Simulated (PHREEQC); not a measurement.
A solution holds 23 mmol/kgw KOH and 0.58 mmol/kgw CO2, at 35 °C. Closed to the air; pH follows from the charge balance.

The numbers come from PHREEQC with the ion-association model, wateq4f.dat.

| quantity | before | after |
|---|---|---|
| pH | 11.96 | 12.13 |
| CO3-2 (mol/kgw) | 0.000573 | 0.000575 |
| HCO3- (mol/kgw) | 7.29e-6 | 4.60e-6 |

Problem. Name the change that produced these shifts.
A) diluted 5-fold with water
B) diluted 10-fold with water
C) KOH from 0.023 to 0.0023 mol/kgw
D) KOH from 0.023 to 0.0345 mol/kgw

Solution. D, KOH from 0.023 to 0.0345 mol/kgw

No solid was allowed to form.
